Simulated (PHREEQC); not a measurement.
Dissolve 2.9 mol NaBr and 0.082 mol SrCl2 per kg of water at 30 °C. Closed to the air; pH follows from the charge balance.

Equilibrium calculation in PHREEQC: Pitzer model, pitzer.dat.

Q: The ionic strength comes out as 3.15 mol/kgw. What activity coefficients do Sr+2, Br-, Na+, Cl- get?

A: Sr+2 0.62, Br- 0.66, Na+ 1.0, Cl- 0.58. Single-ion values are on the MacInnes scale.

This is a speciation only: nothing precipitates in the calculation.
